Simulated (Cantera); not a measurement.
A closed system holds: 1 mol Si₃N₄, 6.5 mol H₂O, 1.1 mol H₂, 3.2 mol HF, at 1723.15 K and 0.0280 bar.

Cantera equilibrium calculation (NASA polynomials, part measured and part estimated; ideal gas, pure solids and liquids). Candidate condensed phases: H₂O, Si, SiO₂, Si₂N₂O, Si₃N₄; 58 gas species. The tables' values for SiF₃ are old estimates; treat these amounts as uncertain. The tables hold silica as quartz up to 1696 K and as liquid above; real silica turns to tridymite and cristobalite and melts near 1996 K. Rates play no part.

Base state: H₂ 0.554, HF 0.246, N₂ 0.156, H₂O 0.0416, SiF₄ 0.00108, H 0.000812, SiO 0.000217, SiF₃ 8.35e-5 (mole fractions); condensed: SiO₂(condensed).

### Question
What changes in the equilibrium state with this change: pressure from 0.0280 bar to 0.110 bar?

### Answer
```
species                 before     after
--------------------  --------  --------
H₂                       0.554     0.556
HF                       0.246     0.238
N₂                       0.156     0.157
H₂O                     0.0416    0.0457
SiF₄                   0.00108   0.00310
SiO                   0.000217   5.05e-5
SiHF₃                  4.81e-6   1.43e-5
H                     0.000812  0.000411
SiF₃                   8.35e-5  0.000125
SiO₂(condensed), mol      2.98      2.96
```
